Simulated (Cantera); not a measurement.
Standard-state values (1 bar) from the NASA 1993 polynomials, evaluated with Cantera. Values are per mole of reaction as written; species without (g) are pure solids or liquids, kept so even where they would boil at 1 bar.

O₂(g) + H₂(g) → 2 OH(g), with ΔH° = 78.7 kJ and ΔS° = 31.7 J/K at 300 K.

**Question.** How far is the shortcut ΔG° ≈ ΔH°(300 K) − T·ΔS°(300 K) from the full temperature-dependent value at 1100, 1175, 1250, 1325, 1400, 1475, 1550, 1625, 1700 K?

**Answer.** 
```json
[
 {"T (K)": "1100", "shortcut (kJ)": "43.9", "full (kJ)": "44.6", "difference (kJ)": "-0.7", "difference in log10 K": "0.03"},
 {"T (K)": "1175", "shortcut (kJ)": "41.5", "full (kJ)": "42.4", "difference (kJ)": "-0.9", "difference in log10 K": "0.04"},
 {"T (K)": "1250", "shortcut (kJ)": "39.1", "full (kJ)": "40.2", "difference (kJ)": "-1.1", "difference in log10 K": "0.05"},
 {"T (K)": "1325", "shortcut (kJ)": "36.7", "full (kJ)": "38.0", "difference (kJ)": "-1.3", "difference in log10 K": "0.05"},
 {"T (K)": "1400", "shortcut (kJ)": "34.4", "full (kJ)": "35.9", "difference (kJ)": "-1.5", "difference in log10 K": "0.06"},
 {"T (K)": "1475", "shortcut (kJ)": "32.0", "full (kJ)": "33.8", "difference (kJ)": "-1.8", "difference in log10 K": "0.06"},
 {"T (K)": "1550", "shortcut (kJ)": "29.6", "full (kJ)": "31.6", "difference (kJ)": "-2.0", "difference in log10 K": "0.07"},
 {"T (K)": "1625", "shortcut (kJ)": "27.3", "full (kJ)": "29.5", "difference (kJ)": "-2.3", "difference in log10 K": "0.07"},
 {"T (K)": "1700", "shortcut (kJ)": "24.9", "full (kJ)": "27.4", "difference (kJ)": "-2.6", "difference in log10 K": "0.08"}
]
```
The shortcut ignores the heat-capacity change of the reaction.
